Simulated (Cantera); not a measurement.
Charge: 1 mol FeS₂, 1.8 mol O₂, 0.28 mol CO₂, at 1648.15 K and 0.220 bar.

Cantera equilibrium calculation (NASA polynomials, part measured and part estimated; ideal gas, pure solids and liquids). Candidate condensed phases: C, Fe, Fe(CO)₅, FeO, FeS, FeSO₄, FeS₂, Fe₂O₃, Fe₂(SO₄)₃, Fe₃O₄, S; 25 gas species. The tables' stoichiometric FeO is somewhat more stable than real wüstite, so its field is too wide. FeO: taken at fixed stoichiometry. Equilibrium is a limit: real reactors are often held back by kinetics, nucleation or transport.

Base state: SO₂ 0.671, S₂ 0.162, CO₂ 0.112, CO 0.0311, SO 0.0156, S₂O 0.00697, COS 0.000379, S 0.000167 (mole fractions); condensed: FeO(s).

What changes in the equilibrium state with this change: temperature from 1648.15 K to 1598.15 K?


```tsv
species	before	after
SO₂	0.671	0.672
S₂	0.162	0.165
CO₂	0.112	0.117
CO	0.0311	0.0261
SO	0.0156	0.0119
S	0.000167	0.000103
COS	0.000379	0.000390
S₂O	0.00697	0.00712
FeO(s), mol	1.000	1.00
```
